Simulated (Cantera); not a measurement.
Thermodynamics of aluminium nitride and oxide growth, feed Al(CH3)3 + N2O + H2

A closed system holds: 1 mol Al(CH3)3, 28 mol N2O, 45 mol H2, at 45.0 Pa.

These are equilibrium values from Cantera (NASA tables, ideal gas, pure condensed phases), not measurements of a reactor. Candidate condensed phases: Al, AlN, Al2O3, C, C6H6, C7H8, C8H18, H2O; 148 gas species. The feed counts by its element totals alone. Equilibrium is a limit: real reactors are often held back by kinetics, nucleation or transport.

From 1075 K to 2075 K the condensed part is Al2O3(s).

| T (K) | x N2 | x H2 | x H2O | x H | x CO | x CO2 | n Al2O3(s) |
|---|---|---|---|---|---|---|---|
| 1075 | 0.348 | 0.340 | 0.275 | 4.04e-7 | 0.0200 | 0.0173 | 0.500 |
| 1175 | 0.348 | 0.338 | 0.277 | 3.36e-6 | 0.0227 | 0.0146 | 0.500 |
| 1275 | 0.348 | 0.335 | 0.279 | 2.01e-5 | 0.0248 | 0.0124 | 0.500 |
| 1375 | 0.348 | 0.334 | 0.281 | 9.33e-5 | 0.0265 | 0.0108 | 0.500 |
| 1475 | 0.348 | 0.332 | 0.282 | 0.000352 | 0.0278 | 0.00950 | 0.500 |
| 1575 | 0.348 | 0.331 | 0.283 | 0.00113 | 0.0288 | 0.00849 | 0.500 |
| 1675 | 0.347 | 0.329 | 0.284 | 0.00314 | 0.0295 | 0.00769 | 0.500 |
| 1775 | 0.346 | 0.325 | 0.283 | 0.00778 | 0.0301 | 0.00704 | 0.500 |
| 1875 | 0.345 | 0.318 | 0.281 | 0.0174 | 0.0304 | 0.00653 | 0.500 |
| 1975 | 0.341 | 0.307 | 0.276 | 0.0357 | 0.0304 | 0.00610 | 0.500 |
| 2075 | 0.334 | 0.288 | 0.265 | 0.0674 | 0.0301 | 0.00571 | 0.499 |
x: gas mole fraction; n: condensed amount in mol.
